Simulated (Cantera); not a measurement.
# Thermodynamics of silicon epitaxy and polysilicon growth, feed SiCl4 + H2

Feed: 1 mol SiCl4, 14 mol H2, held at 1498.15 K.

Method: chemical equilibrium by Gibbs-energy minimisation in Cantera with the NASA 1993 tables (ideal gas, pure condensed phases). Candidate condensed phases: Si; 19 gas species. The tables' values for SiCl3, SiCl are old estimates; treat these amounts as uncertain. Kinetics and transport are ignored.

From 0.00100 bar to 2.00 bar the condensed part is Si(s). The main Si-bearing gas is SiCl2 throughout. The share of Si in condensed phases is highest at 0.560 bar (2.2 %) and lowest at 0.00100 bar (0.4 %).

```tsv
P (Pa)	log p H2	log p HCl	log p SiCl2	log p SiCl4	log p SiHCl3	log p SiCl3	n Si(s)
100	-3.09	-3.90	-4.21	-7.62	-7.80	-6.17	0.00425
350	-2.55	-3.36	-3.67	-6.54	-6.71	-5.36	0.00478
1300	-1.98	-2.80	-3.11	-5.42	-5.59	-4.52	0.00591
4500	-1.43	-2.27	-2.59	-4.39	-4.54	-3.74	0.00868
16000	-0.88	-1.74	-2.09	-3.38	-3.51	-2.99	0.0148
56000	-0.33	-1.24	-1.63	-2.47	-2.55	-2.30	0.0222
200000	0.23	-0.75	-1.23	-1.66	-1.66	-1.70	0.0188
```
log p: log10 of the partial pressure in bar; n: condensed amount in mol.
